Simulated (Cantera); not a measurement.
Feed: 1 mol Si3N4, 1.6 mol CO2, 5.8 mol N2, held at 627 °C and 533 Torr.

Cantera equilibrium calculation (NASA polynomials, part measured and part estimated; ideal gas, pure solids and liquids). Candidate condensed phases: C, Si, SiC, SiO2, Si2N2O, Si3N4; 34 gas species. Equilibrium is a limit: real reactors are often held back by kinetics, nucleation or transport.

Base state: N2 1.000, CO 4.40e-5 (mole fractions); condensed: C(graphite) + SiO2(β-quartz) + Si2N2O(s).

**Question.** What changes in the equilibrium state with this change: temperature from 627 °C to 925 °C?

**Answer.** 
| species | before | after |
|---|---|---|
| N2 | 1.000 | 0.984 |
| CO | 4.40e-5 | 0.0161 |
| C(graphite), mol | 1.60 | 1.49 |
| SiO2(β-quartz), mol | 1.13 | 1.06 |
| Si2N2O(s), mol | 0.933 | 0.971 |
Mutual solubility and eutectic melting of coexisting phases are not modelled. The tables hold silica as quartz up to 1696 K and as liquid above; real silica turns to tridymite and cristobalite and melts near 1996 K.

**Question.** What changes in the equilibrium state with this change: Si3N4 replaced by Si?

**Answer.** 
```json
[
 {"species": "N2", "before": "1.000", "after": "0.861"},
 {"species": "CO", "before": "4.40e-5", "after": "0.0996"},
 {"species": "CO2", "before": "7.67e-9", "after": "0.0393"},
 {"species": "C(graphite), mol", "before": "1.60", "after": "0.665"},
 {"species": "SiO2(β-quartz), mol", "before": "1.13", "after": "1.00"},
 {"species": "Si2N2O(s), mol", "before": "0.933", "after": "0"}
]
```
